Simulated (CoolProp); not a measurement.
Vapour-liquid equilibrium of carbon dioxide (1) + isopentane (2) at 255.3 K; x and y are mole fractions of (1).

Values from CoolProp's multi-fluid Helmholtz-energy mixture model, Span 1996 and Lemmon 2006; pair parameters Kunz 2012.

Task: Give the bubble pressure and the first vapour's composition at x = 0.125, 0.875, 0.95. Is there an azeotrope?

Result: x = 0.125: 427.0 kPa, y = 0.964; x = 0.875: 1808 kPa, y = 0.995; x = 0.95: 1975 kPa, y = 0.998. No azeotrope shows between x = 0.05 and 0.95.

Pair parameters are fitted to limited data, so mixtures are less certain than the pure fluids. The gap from Raoult's law changes sign with composition, which may be real or a fault of the pair parameters; it wasn't checked against measurements. With so large a gap from Raoult's law the liquid may split in two, which this calculation doesn't test in full.
